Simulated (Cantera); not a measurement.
A closed system holds: 1 mol TiC, 0.12 mol H₂, held at 1.28 Torr.

These are equilibrium values from Cantera (NASA tables, ideal gas, pure condensed phases), not measurements of a reactor. Candidate condensed phases: C, C₆H₆, C₇H₈, C₈H₁₈, Ti, TiC; 77 gas species. TiC: taken at fixed stoichiometry. Equilibrium is a limit: real reactors are often held back by kinetics, nucleation or transport. All values below are at 1202 °C.

Base state: H₂ 1.000, H 0.000315 (mole fractions); condensed: TiC(s).

Task: What changes in the equilibrium state with this change: TiC replaced by Si₃N₄?

Result: 
```json
[
 {"species": "H₂", "before": "1.000", "after": "0.983"},
 {"species": "N₂", "before": "0", "after": "0.0169"},
 {"species": "H", "before": "0.000315", "after": "0.000312"},
 {"species": "TiC(s), mol", "before": "1.00", "after": "0"},
 {"species": "Si(s), mol", "before": "0", "after": "0.00309"},
 {"species": "Si₃N₄(s), mol", "before": "0", "after": "0.999"}
]
```
Mutual solubility and eutectic melting of coexisting phases are not modelled. Further candidate phases: Si, Si₃N₄.
